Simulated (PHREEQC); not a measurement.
**Acid rinse or clean: an equilibrium model**

A solution holds 0.21 mol/kgw HF, 0.005 mol/kgw ZnSO4 and 0.00041 mol/kgw KCl, at 25 °C. Closed to the air; pH follows from the charge balance.

Equilibrium calculation in PHREEQC: ion-association model, phreeqc.dat.

No solid was allowed to form.

Estimate the pH.

pH 1.85.

In which forms is F present?

HF 88 %, HF2- 7.0 %, F- 5.0 % of the F.
